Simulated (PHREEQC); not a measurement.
Make-up at 25 °C: 0.0022 mol/kgw LiOH and 0.1 mol/kgw K2CO3. Closed to the air; pH follows from the charge balance.

All values are PHREEQC results (ion-association model, phreeqc.dat), not measurements.

pH: 11.50
ionic strength: 0.300 mol/kgw
specific conductance: 20000 µS/cm
density: 1.009 g/cm³
total alkalinity: 202 meq/kg

```json
[
 {"species": "K+", "molality": "0.200", "activity": "0.136", "log γ": "-0.167"},
 {"species": "CO3-2", "molality": "0.0975", "activity": "0.0265", "log γ": "-0.567"},
 {"species": "OH-", "molality": "0.00469", "activity": "0.00316", "log γ": "-0.171"},
 {"species": "HCO3-", "molality": "0.00249", "activity": "0.00180", "log γ": "-0.142"},
 {"species": "Li+", "molality": "0.00220", "activity": "0.00161", "log γ": "-0.134"},
 {"species": "CO2", "molality": "1.21e-8", "activity": "1.29e-8", "log γ": "0.030"}
]
```

This is a speciation only: nothing precipitates in the calculation.
